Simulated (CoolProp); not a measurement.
The numbers come from the reference Helmholtz-energy equation of state, McLinden 2020 in CoolProp.

Question: Give the vapour pressure (bar), liquid density (kg/m³), vapour density (kg/m³), enthalpy of vaporisation (kJ/kg) of saturated R1336mzz(Z) at 267.1, 283.4, 348.7 K.

Answer: 
```tsv
T (K)	p (bar)	liquid density (kg/m³)	vapour density (kg/m³)	enthalpy of vaporisation (kJ/kg)
267.1	0.183	1440	1.37	182
283.4	0.398	1400	2.85	175
348.7	3.82	1220	24.8	143
```
